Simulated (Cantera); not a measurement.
Input (Python, Cantera) and output of one run.

```python
import numpy as np
import cantera as ct

gas_names = """
    H HNO HNO2 HNO3 HO2 H2 H2O H2O2 N NH NH2 NH3 NH2OH NO NO2 NO3 N2 N2H2 N2H4 N2O O OH O2 O3
""".split()
cond_names = """
    H2O(s) H2O(L)
""".split()


# ... load() reads the species with a 1 bar reference pressure and builds the phases ...
atoms = {
    'N2O': {'N': 2, 'O': 1},
    'H2O': {'H': 2, 'O': 1},
    'O2': {'O': 2},
}
top_T = {}  # K; cautious upper limits of use, not melting points


# ... equilibrate(T, P, feed) seeds the gas with the atoms and calls Mixture.equilibrate('TP', solver="vcs", rtol=1e-11, max_steps=5000) ...
results = []
feed = {'N2O': 1, 'H2O': 1.3, 'O2': 6.4}  # mol
P = 101325  # Pa
for T in [800, 1000, 1200, 1400, 1600, 1800, 2000, 2200, 2400, 2600, 2800, 3000, 3200, 3400]:
    mix = equilibrate(T, P, feed)
    results.append((T, P, feed, dict(zip(mix.species_names, mix.species_moles))))
    x = sorted(zip(gas.X, gas.species_names), reverse=True)
    print(f"T = {T:g} K  P = {P:g} Pa  gas = {mix.phase_moles(0):.4g} mol")
    print("   x: " + "  ".join(f"{s} {v:.3e}" for v, s in x if v > 0.0001))
    print("   condensed (mol): " + ("  ".join(f"{mix.phase(i).name} {mix.phase_moles(i):.4g}"
          for i in range(1, mix.n_phases) if mix.phase_moles(i) > 1e-12) or "none"))
```

Result:

```
T = 800 K  P = 101325 Pa  gas = 9.2 mol
   x: O2 7.500e-01  H2O 1.413e-01  N2 1.087e-01
   condensed (mol): none
T = 1000 K  P = 101325 Pa  gas = 9.2 mol
   x: O2 7.500e-01  H2O 1.413e-01  N2 1.087e-01
   condensed (mol): none
T = 1200 K  P = 101325 Pa  gas = 9.2 mol
   x: O2 7.499e-01  H2O 1.413e-01  N2 1.086e-01  NO 1.372e-04
   condensed (mol): none
T = 1400 K  P = 101325 Pa  gas = 9.2 mol
   x: O2 7.497e-01  H2O 1.413e-01  N2 1.084e-01  NO 5.079e-04
   condensed (mol): none
T = 1600 K  P = 101325 Pa  gas = 9.201 mol
   x: O2 7.492e-01  H2O 1.411e-01  N2 1.080e-01  NO 1.353e-03  OH 2.880e-04
   condensed (mol): none
T = 1800 K  P = 101325 Pa  gas = 9.203 mol
   x: O2 7.480e-01  H2O 1.407e-01  N2 1.072e-01  NO 2.893e-03  OH 1.120e-03  O 1.045e-04
   condensed (mol): none
T = 2000 K  P = 101325 Pa  gas = 9.21 mol
   x: O2 7.454e-01  H2O 1.394e-01  N2 1.059e-01  NO 5.290e-03  OH 3.307e-03  O 5.739e-04
   condensed (mol): none
T = 2200 K  P = 101325 Pa  gas = 9.23 mol
   x: O2 7.402e-01  H2O 1.366e-01  N2 1.040e-01  NO 8.613e-03  OH 7.952e-03  O 2.311e-03  H2 1.800e-04
   condensed (mol): none
T = 2400 K  P = 101325 Pa  gas = 9.277 mol
   x: O2 7.300e-01  H2O 1.312e-01  N2 1.014e-01  OH 1.628e-02  NO 1.280e-02  O 7.362e-03  H2 5.479e-04  H 3.699e-04
   condensed (mol): none
T = 2600 K  P = 101325 Pa  gas = 9.376 mol
   x: O2 7.110e-01  H2O 1.220e-01  N2 9.782e-02  OH 2.916e-02  O 1.950e-02  NO 1.765e-02  H 1.407e-03  H2 1.362e-03
   condensed (mol): none
T = 2800 K  P = 101325 Pa  gas = 9.567 mol
   x: O2 6.785e-01  H2O 1.077e-01  N2 9.314e-02  OH 4.627e-02  O 4.444e-02  NO 2.273e-02  H 4.324e-03  H2 2.830e-03
   condensed (mol): none
T = 3000 K  P = 101325 Pa  gas = 9.909 mol
   x: O2 6.269e-01  O 8.906e-02  H2O 8.807e-02  N2 8.718e-02  OH 6.520e-02  NO 2.744e-02  H 1.104e-02  H2 4.952e-03
   condensed (mol): none
T = 3200 K  P = 101325 Pa  gas = 10.47 mol
   x: O2 5.532e-01  O 1.592e-01  OH 8.104e-02  N2 8.000e-02  H2O 6.445e-02  NO 3.099e-02  H 2.378e-02  H2 7.254e-03
   condensed (mol): none
T = 3400 K  P = 101325 Pa  gas = 11.31 mol
   x: O2 4.588e-01  O 2.559e-01  OH 8.763e-02  N2 7.200e-02  H 4.346e-02  H2O 4.056e-02  NO 3.272e-02  H2 8.750e-03
   condensed (mol): none
```

These are equilibrium values from Cantera (NASA tables, ideal gas, pure condensed phases), not measurements of a reactor.
